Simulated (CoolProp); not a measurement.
Vapour-liquid equilibrium of methane (1) + ethylene (2) at 1.36 bar; x and y are mole fractions of (1).

The numbers come from the multi-fluid Helmholtz-energy mixture model, Setzmann 1991 and Smukala 2000; pair parameters Bell 2016 in CoolProp.

```tsv
x	bubble temperature, mixture model (°C)	bubble temperature, Raoult's law (°C)	y, mixture model	y, Raoult's law
0.05	-115.8	-112.7	?	0.596
0.125	-131.4	-125.6	?	0.855
0.2	-139.5	-133.4	0.959	0.932
0.275	-144.3	-138.7	?	0.963
0.35	?	-142.6	0.985	0.978
0.425	-149.5	-145.6	?	0.986
0.5	-151.1	-148.1	0.992	0.991
0.575	-152.4	-150.2	0.993	0.994
0.65	-153.5	-151.9	0.995	0.996
0.725	?	-153.5	0.996	0.997
0.8	-155.3	-154.8	0.997	0.998
0.875	-156.2	-156.0	0.998	0.999
0.95	-157.1	-157.1	0.999	1.000
```

Q: Fill in the missing entries.

A: 
- 0.05, y, mixture model: 0.661
- 0.125, y, mixture model: 0.905
- 0.275, y, mixture model: 0.977
- 0.35, bubble temperature, mixture model (°C): -147.4
- 0.425, y, mixture model: 0.989
- 0.725, bubble temperature, mixture model (°C): -154.4

The largest gap from Raoult's law is -6.1 K in bubble temperature, at x = 0.2. No azeotrope shows between x = 0.05 and 0.95.

The pair parameters rest on a limited set of measurements; away from them the model extrapolates.
